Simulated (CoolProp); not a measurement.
Vapour-liquid equilibrium of dimethyl ether (1) + n-hexane (2) at 326.2 K; x and y are mole fractions of (1).

Model: multi-fluid Helmholtz-energy mixture model, Wu 2011 and Thol 2019; pair parameters Bell 2016, in CoolProp.

### Question
Give the bubble pressure and the first vapour's composition at x = 0.05, 0.5, 0.95. Is there an azeotrope?

### Answer
x = 0.05: 129.6 kPa, y = 0.544; x = 0.5: 678.7 kPa, y = 0.937; x = 0.95: 1164 kPa, y = 0.994. No azeotrope shows between x = 0.05 and 0.95.

Pair parameters are fitted to limited data, so mixtures are less certain than the pure fluids. The gap from Raoult's law changes sign with composition, which may be real or a fault of the pair parameters; it wasn't checked against measurements.
